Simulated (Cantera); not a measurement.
An isothermal, constant-pressure homogeneous reactor starts with 2.64 % CH4, 97.4 % N2, at 1773 K and 1.00 bar.

Model: GRI-Mech 3.0 (53 species, 325 reactions), integrated in Cantera. GRI-Mech 3.0 stops at C3 and has no aromatics, soot or wall deposition, so with more carbon than oxygen in the feed, carbon stays in small species such as C2H2 where larger ones or solid carbon would form.

### Question
Predict: x(CH4) at 4.00 s; x(C2H4) at 4.00 s; x(H2) at 4.00 s; x(C2H2) at 4.00 s; x(CH3) at 4.00 s.

### Answer
- x(CH4) at 4.00 s: 6.00e-5 (gas-phase equilibrium 2.06e-5)
- x(C2H4) at 4.00 s: 1.38e-5 (gas-phase equilibrium 1.62e-6)
- x(H2) at 4.00 s: 0.0384 (gas-phase equilibrium 0.0385)
- x(C2H2) at 4.00 s: 0.0128 (gas-phase equilibrium 0.00150)
- x(CH3) at 4.00 s: 1.77e-6 (gas-phase equilibrium 6.09e-7)
